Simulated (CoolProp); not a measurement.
Propylene along the isotherm 396.5 K: Z from the reference equation and from simpler models built on Tc = 364.2 K, pc = 45.55 bar, ω = 0.146; each cubic takes its own stable root.

Values from CoolProp's reference Helmholtz-energy equation of state, Lemmon 2013.

```
p (bar)          phase  reference
-------  -------------  ---------
15.2               gas     0.9078
30.4               gas     0.8040
45.5               gas     0.6823
60.7     supercritical     0.5290
75.9     supercritical     0.3944
91.1     supercritical     0.3774
106      supercritical     0.3978
121      supercritical     0.4274
137      supercritical     0.4624
152      supercritical     0.4965
167      supercritical     0.5312
182      supercritical     0.5661
197      supercritical     0.6010
213      supercritical     0.6381
228      supercritical     0.6728
```

How far does each simpler model (van der Waals, Redlich-Kwong, Soave-Redlich-Kwong) lie from the reference over these 15 states: mean and median of the absolute difference, and the worst?


- van der Waals: mean 19.7 %, median 26.8 %, worst +30.1 % at 396.5 K and 228 bar
- Redlich-Kwong: mean 6.1 %, median 6.7 %, worst +10.6 % at 396.5 K and 106 bar
- Soave-Redlich-Kwong: mean 8.4 %, median 8.9 %, worst +15.5 % at 396.5 K and 91.1 bar
